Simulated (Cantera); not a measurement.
## Equilibrium for chlorosilane synthesis and conversion: SiCl4 + H2

A closed system holds: 1 mol SiCl4, 0.98 mol H2, held at 948 K and 27.0 bar.

Equilibrium computed with Cantera from the NASA thermochemical tables; the gas is ideal and each condensed phase is pure. Candidate condensed phases: Si; 19 gas species. The tables' values for SiCl3 are old estimates; treat these amounts as uncertain. Rates play no part.

```
Quantity                             Result
--------------------------------  ---------
x(SiCl4)                              0.474
x(H2)                                 0.463
x(HCl)                               0.0317
x(SiHCl3)                            0.0312
x(SiH2Cl2)                         0.000208
x(SiCl3)                            7.57e-5
gas amount                        1.980 mol
log10 activity of Si(s) (absent)      -3.91
```
